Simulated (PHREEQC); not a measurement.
0.05 mol of Bromyrite (AgBr) is brought to equilibrium with 1 kg of water holding 0.003 mol/kgw NaCl, at 25 °C, the pH being set by adding NaOH or HCl. Oxygen is held at 0.21 atm. CO2 from the air is kept out. Only these solids could form: Bromyrite, Cerargyrite, Ag2O.

Computed with PHREEQC (ion-association model, wateq4f.dat).

```
pH   dissolved Ag (mol/kgw)  dissolved Br (mol/kgw)  Cerargyrite (mol)  AgCl2- (mol/kgw)  Ag+ (mol/kgw)
---  ----------------------  ----------------------  -----------------  ----------------  -------------
2                   8.29e-7                 4.23e-5            4.15e-5           4.64e-7        1.61e-8
2.8                 5.40e-7                 1.41e-5            1.36e-5           1.55e-7        4.41e-8
3.6                 5.10e-7                 9.84e-6            9.33e-6           1.08e-7        6.19e-8
4.4                 5.07e-7                 9.16e-6            8.66e-6           1.00e-7        6.62e-8
5.2                 5.07e-7                 9.06e-6            8.55e-6           9.92e-8        6.69e-8
6                   5.07e-7                 9.04e-6            8.53e-6           9.90e-8        6.70e-8
6.8                 5.07e-7                 9.04e-6            8.53e-6           9.90e-8        6.71e-8
7.6                 5.07e-7                 9.04e-6            8.53e-6           9.90e-8        6.71e-8
8.4                 5.07e-7                 9.04e-6            8.53e-6           9.90e-8        6.71e-8
9.2                 5.07e-7                 9.04e-6            8.53e-6           9.90e-8        6.71e-8
10                  5.07e-7                 9.04e-6            8.53e-6           9.90e-8        6.72e-8
```

Complexes and solids missing from the database can't appear.
